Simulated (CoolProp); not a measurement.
Vapour-liquid equilibrium of carbonyl sulfide (1) + propane (2) at 23.9 bar; x and y are mole fractions of (1).

Computed with CoolProp (multi-fluid Helmholtz-energy mixture model, Lemmon 2006 and Lemmon 2009; pair parameters Bell 2016).

```json
[
 {"x": "0.05", "bubble temperature (°C)": "65.0", "y at the bubble point": "0.060", "dew temperature at overall composition x (°C)": "65.2", "liquid density (mol/L)": "9.594"},
 {"x": "0.15", "bubble temperature (°C)": "63.3", "y at the bubble point": "0.175", "dew temperature at overall composition x (°C)": "63.7", "liquid density (mol/L)": "10.02"},
 {"x": "0.25", "bubble temperature (°C)": "61.8", "y at the bubble point": "(withheld)", "dew temperature at overall composition x (°C)": "62.2", "liquid density (mol/L)": "10.48"},
 {"x": "0.35", "bubble temperature (°C)": "(withheld)", "y at the bubble point": "0.388", "dew temperature at overall composition x (°C)": "60.9", "liquid density (mol/L)": "10.96"},
 {"x": "0.45", "bubble temperature (°C)": "59.1", "y at the bubble point": "0.489", "dew temperature at overall composition x (°C)": "59.6", "liquid density (mol/L)": "11.47"},
 {"x": "0.55", "bubble temperature (°C)": "57.9", "y at the bubble point": "0.588", "dew temperature at overall composition x (°C)": "58.4", "liquid density (mol/L)": "12.02"},
 {"x": "0.65", "bubble temperature (°C)": "56.7", "y at the bubble point": "0.685", "dew temperature at overall composition x (°C)": "57.1", "liquid density (mol/L)": "12.61"},
 {"x": "0.75", "bubble temperature (°C)": "55.5", "y at the bubble point": "0.780", "dew temperature at overall composition x (°C)": "55.9", "liquid density (mol/L)": "13.23"},
 {"x": "0.85", "bubble temperature (°C)": "54.3", "y at the bubble point": "(withheld)", "dew temperature at overall composition x (°C)": "54.6", "liquid density (mol/L)": "13.90"},
 {"x": "0.95", "bubble temperature (°C)": "53.1", "y at the bubble point": "0.958", "dew temperature at overall composition x (°C)": "(withheld)", "liquid density (mol/L)": "14.63"}
]
```

**Question.** Complete the blanks.

**Answer.** 
- 0.25, y at the bubble point: 0.283
- 0.35, bubble temperature (°C): 60.4
- 0.85, y at the bubble point: 0.871
- 0.95, dew temperature at overall composition x (°C): 53.2

No azeotrope shows between x = 0.05 and 0.95.

The pair parameters rest on a limited set of measurements; away from them the model extrapolates.
